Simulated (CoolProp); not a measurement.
Values from CoolProp's reference Helmholtz-energy equation of state, Lemmon 2005. It is a short technical equation, of lower accuracy than the large ones.

Q: Give the vapour pressure (MPa), liquid density (kg/m³), vapour density (kg/m³), liquid cp (kJ/(kg K)) of saturated 1-butene at 358.1 K.

A: 
| T (K) | p (MPa) | liquid density (kg/m³) | vapour density (kg/m³) | liquid cp (kJ/(kg K)) |
|---|---|---|---|---|
| 358.1 | 1.33 | 501 | 32.9 | 2.77 |
